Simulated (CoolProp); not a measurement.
Carbon monoxide at 258.16 K and 0.305 MPa is throttled through a valve to 0.128 MPa with no heat exchange. Each further row changes one setting.

Values from CoolProp's reference Helmholtz-energy equation of state, Lemmon 2006. It is a short technical equation, of lower accuracy than the large ones.

```json
[
 {"case": "as stated", "temperature change (K)": "(withheld)", "final density (kg/m³)": "1.68"},
 {"case": "outlet pressure 0.0384 MPa", "temperature change (K)": "(withheld)", "final density (kg/m³)": "0.503"},
 {"case": "outlet pressure 0.166 MPa", "temperature change (K)": "-0.5", "final density (kg/m³)": "(withheld)"}
]
```

Problem. What belongs in the gaps?

Solution. 
- as stated, temperature change (K): -0.6
- outlet pressure 0.0384 MPa, temperature change (K): -0.9
- outlet pressure 0.166 MPa, final density (kg/m³): 2.17
